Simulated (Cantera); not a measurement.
Charge: 1 mol CF4, 4.8 mol H2, equilibrated at 24.0 Pa.

Equilibrium computed with Cantera from the NASA thermochemical tables; the gas is ideal and each condensed phase is pure. Candidate condensed phases: C, C6H6, C7H8, C8H18; 95 gas species. The numbers say what is thermodynamically allowed, not how fast it happens.

At 525 °C, list the 3 most abundant gas species with their mole fractions, and the condensed phases.

HF 0.588, H2 0.412, CH4 5.65e-5. Condensed: C(graphite).
